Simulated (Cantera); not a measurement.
A closed system holds: 1 mol Si, a varied amount of H2O, 20 mol H2, held at 1200 °C and 0.00210 bar.

Method: chemical equilibrium by Gibbs-energy minimisation in Cantera with the NASA 1993 tables (ideal gas, pure condensed phases). Candidate condensed phases: H2O, Si, SiO2; 18 gas species. The tables hold silica as quartz up to 1696 K and as liquid above; real silica turns to tridymite and cristobalite and melts near 1996 K. Equilibrium is a limit: real reactors are often held back by kinetics, nucleation or transport.

x: gas mole fraction; n: condensed amount in mol.

```json
[
 {"n(H2O) (mol)": "0.55", "x H2": "0.974", "x SiO": "0.0261", "x H2O": "4.18e-7", "x H": "0.000273", "x Si": "2.62e-6", "x SiH2": "1.03e-6", "n Si(s)": "0.450", "n SiO2(β-quartz)": "0"},
 {"n(H2O) (mol)": "0.93", "x H2": "0.957", "x SiO": "0.0425", "x H2O": "6.70e-7", "x H": "0.000271", "x Si": "2.62e-6", "x SiH2": "1.01e-6", "n Si(s)": "0.0699", "n SiO2(β-quartz)": "0"},
 {"n(H2O) (mol)": "1.3", "x H2": "0.968", "x SiO": "…", "x H2O": "…", "x H": "0.000272", "x Si": "…", "x SiH2": "…", "n Si(s)": "0", "n SiO2(β-quartz)": "…"},
 {"n(H2O) (mol)": "1.7", "x H2": "0.986", "x SiO": "0.0137", "x H2O": "2.67e-5", "x H": "0.000275", "x Si": "2.17e-8", "x SiH2": "8.62e-9", "n Si(s)": "0", "n SiO2(β-quartz)": "0.699"},
 {"n(H2O) (mol)": "2.1", "x H2": "0.995", "x SiO": "8.00e-5", "x H2O": "0.00460", "x H": "0.000276", "x Si": "<1e-12", "x SiH2": "<1e-12", "n Si(s)": "0", "n SiO2(β-quartz)": "0.998"},
 {"n(H2O) (mol)": "2.4", "x H2": "0.982", "x SiO": "…", "x H2O": "…", "x H": "0.000274", "x Si": "<1e-12", "x SiH2": "<1e-12", "n Si(s)": "0", "n SiO2(β-quartz)": "1.000"},
 {"n(H2O) (mol)": "2.8", "x H2": "0.965", "x SiO": "1.02e-5", "x H2O": "0.0351", "x H": "0.000272", "x Si": "<1e-12", "x SiH2": "<1e-12", "n Si(s)": "0", "n SiO2(β-quartz)": "1.000"}
]
```

### Question
Fill in the missing entries.

### Answer

- 1.3, x SiO: 0.0318
- 1.3, x H2O: 1.13e-5
- 1.3, x Si: 1.18e-7
- 1.3, x SiH2: 4.59e-8
- 1.3, n SiO2(β-quartz): 0.300
- 2.4, x SiO: 2.03e-5
- 2.4, x H2O: 0.0179
